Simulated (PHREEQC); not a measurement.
# Single salt, acid or base with single salt, acid or base: an equilibrium model

Solution A (0.063 mol MnSO4 per kg of water) is mixed with solution B (10 mmol/kgw HF) at 55 °C; shares are by mass of water, 1 kg in all. No oxygen is let in. The system is closed to CO2. Solids allowed: Pyrochroite. Others were left out.

Computed with PHREEQC (ion-association model, wateq4f.dat).

Q: Predict pH, HF (mol/kgw), MnSO4 (mol/kgw), SO4-2 (mol/kgw) at share of solution B = 0.05, 0.35, 0.55, 1.

A: 
```
share of solution B    pH  HF (mol/kgw)  MnSO4 (mol/kgw)  SO4-2 (mol/kgw)
-------------------  ----  ------------  ---------------  ---------------
0.05                 3.96       8.13e-5           0.0304           0.0292
0.35                 3.27       0.00175           0.0193           0.0206
0.55                 3.10       0.00330           0.0124           0.0148
1                    2.75       0.00798                0                0
```

Constants without temperature data keep their 25 °C values here.
